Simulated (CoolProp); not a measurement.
Vapour-liquid equilibrium of cyclohexane (1) + toluene (2) at 0.019 MPa; x and y are mole fractions of (1).

Computed with CoolProp (multi-fluid Helmholtz-energy mixture model, Zhou 2014 and Lemmon 2006; pair parameters Bell 2016).

Give the bubble temperature and the first vapour's composition at x = 0.425, 0.65, 0.725. Is there an azeotrope?

x = 0.425: 316.3 K, y = 0.706; x = 0.65: 311.8 K, y = 0.839; x = 0.725: 310.6 K, y = 0.875. No azeotrope shows between x = 0.05 and 0.95.

The pair parameters rest on a limited set of measurements; away from them the model extrapolates.
